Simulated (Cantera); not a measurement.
What does this Cantera script print?

```python
import numpy as np
import cantera as ct

gas_names = """
    B BH BH2 BH3 BO BO2 B2 B2O B2O2 B2O3 B3O3H3 H HBO HBO2 HO2 H2 H2O H2O2 H3B3O6 O OH O2 O3
""".split()
cond_names = """
    B(b) B(L) B2O3(L) B3O3H3(cr) H2O(s) H2O(L)
""".split()


# ... load() reads the species with a 1 bar reference pressure and builds the phases ...
atoms = {
    'B': {'B': 1},
    'O2': {'O': 2},
    'H2': {'H': 2},
}
top_T = {}  # K; cautious upper limits of use, not melting points


# ... equilibrate(T, P, feed) seeds the gas with the atoms and calls Mixture.equilibrate('TP', solver="vcs", rtol=1e-11, max_steps=5000) ...
results = []
feed = {'B': 1, 'O2': 0.3, 'H2': 0.83}  # mol
P = 5400  # Pa
for T in [1400, 1475, 1550, 1625, 1700, 1775, 1850, 1925, 2000, 2075, 2150, 2225, 2300]:
    mix = equilibrate(T, P, feed)
    results.append((T, P, feed, dict(zip(mix.species_names, mix.species_moles))))

top = {s: max(r[3][s] / sum(r[3][g] for g in gas_names) for r in results) for s in gas_names}
cols = sorted((s for s in top if top[s] > 0.0001), key=lambda s: -top[s])[:7]
seen = [c for c in cond_names if any(r[3].get(c, 0) > 1e-12 for r in results)]
print("log10 of partial pressures in bar; condensed amounts in mol")
print(f"{'T/K':>10s}" + "".join(f"{s[:9]:>10s}" for s in cols + seen))
for T, P, feed, n in results:
    ng = sum(n[g] for g in gas_names)
    print(f"{T:10.4g}" + "".join(f"{np.log10(max(n[s] / ng * P / 1e5, 1e-99)):10.3f}" for s in cols)
          + "".join(f"{n.get(c, 0):10.4g}" for c in seen))
```

Result:

```
log10 of partial pressures in bar; condensed amounts in mol
       T/K        H2       HBO      B2O2        BO      B2O3         H      HBO2      B(b)   B2O3(L)
      1400    -1.271    -3.587    -4.906    -6.782    -5.619    -5.948    -5.294    0.5972    0.1971
      1475    -1.274    -3.203    -4.230    -6.021    -4.890    -5.524    -4.829    0.5949    0.1945
      1550    -1.282    -2.860    -3.623    -5.336    -4.235    -5.143    -4.414    0.5892    0.1877
      1625    -1.301    -2.557    -3.075    -4.715    -3.643    -4.802    -4.045    0.5752    0.1701
      1700    -1.346    -2.294    -2.577    -4.152    -3.107    -4.504    -3.724    0.5396    0.1228
      1775    -1.440    -2.099    -2.157    -3.654    -2.669    -4.259    -3.494    0.4504         0
      1850    -1.448    -2.061    -2.133    -3.378    -2.808    -3.993    -3.604    0.4371         0
      1925    -1.456    -2.033    -2.124    -3.131    -2.956    -3.748    -3.717    0.4267         0
      2000    -1.464    -2.013    -2.127    -2.908    -3.110    -3.521    -3.835    0.4188         0
      2075    -1.473    -2.002    -2.143    -2.708    -3.270    -3.311    -3.956    0.4126         0
      2150    -1.482    -1.999    -2.171    -2.530    -3.440    -3.116    -4.084    0.4076         0
      2225    -1.493    -2.005    -2.214    -2.372    -3.623    -2.935    -4.220    0.4032         0
      2300    -1.506    -2.023    -2.274    -2.234    -3.823    -2.767    -4.367     0.399         0
```

Method: chemical equilibrium by Gibbs-energy minimisation in Cantera with the NASA 1993 tables (ideal gas, pure condensed phases). Mutual solubility and eutectic melting of coexisting phases are not modelled. The tables' values for BH2 are old estimates; treat these amounts as uncertain.
